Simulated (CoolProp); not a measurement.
Propylene glycol along the isotherm 620 K: fugacity coefficient from the reference equation and from simpler models built on Tc = 674.0 K, pc = 7.292 MPa, ω = 0.327; each cubic takes its own stable root.

Model: reference Helmholtz-energy equation of state, Eisenbach 2021, in CoolProp.

```
p (MPa)   phase  reference  Redlich-Kwong  Soave-Redlich-Kwong
-------  ------  ---------  -------------  -------------------
0.841       gas     0.9481         0.9505               0.9482
1.68        gas     0.8962         0.9017               0.8972
2.52        gas     0.8438         0.8532               0.8463
3.37     liquid     0.7687         0.8041               0.7947
4.21     liquid     0.6268         0.7548               0.7173
5.05     liquid     0.5322         0.6655               0.6104
5.89     liquid     0.4647         0.5830               0.5341
6.73     liquid     0.4141         0.5211               0.4768
7.57     liquid     0.3749         0.4730               0.4323
8.41     liquid     0.3435         0.4346               0.3968
9.25     liquid     0.3179         0.4031               0.3678
10.1     liquid     0.2965         0.3767               0.3434
10.9     liquid     0.2794         0.3556               0.3239
```

At some of these states Redlich-Kwong, Soave-Redlich-Kwong gives the other phase, because its saturation line lies elsewhere.
